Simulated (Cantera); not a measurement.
A Cantera script and what it prints.

```python
import numpy as np
import cantera as ct

gas_names = """
    CL CL2 H HCL H2 Si SiCL SiCL2 SiCL3 SiCL4 SiH SiHCL3 SiH2 SiH2CL2 SiH3 SiH3CL SiH4 Si2 Si3
""".split()
cond_names = """
    Si(cr) Si(L)
""".split()


def load(file, names, dense=False):
    # The tables refer to 1 bar. Condensed volumes are neglected.
    table = {s.name: s for s in ct.Species.list_from_file(file)}
    out = []
    for n in names:
        d = dict(table[n].input_data)
        d["thermo"] = dict(d["thermo"], **{"reference-pressure": 1e5})
        if dense:
            d["equation-of-state"] = {"model": "constant-volume", "density": "1e6 g/cm^3"}
        out.append(ct.Species.from_dict(d))
    return out


gas = ct.Solution(thermo="ideal-gas", species=load("nasa_gas.yaml", gas_names))
cond = {s.name: ct.Solution(thermo="fixed-stoichiometry", species=[s], name=s.name)
        for s in load("nasa_condensed.yaml", cond_names, dense=True)}
atoms = {
    'Si': {'Si': 1},
    'HCl': {'H': 1, 'CL': 1},
}
top_T = {}  # K; cautious upper limits of use, not melting points


def equilibrate(T, P, feed):
    n = {}
    for name, mol in feed.items():
        for a, k in atoms[name].items():
            n[a] = n.get(a, 0.0) + k * mol
    gas.TPX = T, P, n
    mass = sum(n.values()) * gas.mean_molecular_weight
    gas.equilibrate("TP")
    valid = [c for c in cond.values() if c.min_temp <= T <= top_T.get(c.name, c.max_temp)]
    mix = ct.Mixture([(gas, mass / gas.mean_molecular_weight)] + [(c, 0.0) for c in valid])
    mix.T, mix.P = T, P
    mix.equilibrate("TP", solver="vcs", rtol=1e-11, max_steps=5000)
    return mix


results = []
feed = {'Si': 1, 'HCl': 1.3}  # mol
T = 1098  # K
P = 13332.2  # Pa
mix = equilibrate(T, P, feed)
results.append((T, P, feed, dict(zip(mix.species_names, mix.species_moles))))
print(gas.report(threshold=1e-06))
for i in range(1, mix.n_phases):
    print(f"{mix.phase(i).name:16s} {mix.phase_moles(i):12.5e} mol")
```

It prints:

```
       temperature   1098 K
          pressure   13332 Pa
           density   0.084923 kg/m^3
  mean mol. weight   58.151 kg/kmol
   phase of matter   gas

                          1 kg             1 kmol
                     ---------------   ---------------
          enthalpy       -2.9659e+06       -1.7247e+08  J
   internal energy       -3.1229e+06        -1.816e+08  J
           entropy            5062.7         2.944e+05  J/K
    Gibbs function       -8.5247e+06       -4.9572e+08  J
 heat capacity c_p            958.51             55738  J/K
 heat capacity c_v            815.52             47424  J/K

                      mass frac. Y      mole frac. X     chem. pot. / RT
                     ---------------   ---------------   ---------------
               HCL            0.0268          0.042746           -39.799
                H2          0.021311           0.61471           -20.245
             SiCL2           0.01027         0.0060332           -63.213
             SiCL3          0.024803          0.010729            -92.89
             SiCL4           0.78362           0.26823           -122.57
            SiHCL3           0.13074          0.056134           -103.01
           SiH2CL2         0.0024409         0.0014054           -83.458
            SiH3CL        1.0669e-05        9.3213e-06           -63.904
     [  +11 minor]        1.8247e-08        8.3937e-08

Si(cr)            6.65473e-01 mol
```

Method: chemical equilibrium by Gibbs-energy minimisation in Cantera with the NASA 1993 tables (ideal gas, pure condensed phases). The tables' values for SiCl3 are old estimates; treat these amounts as uncertain.
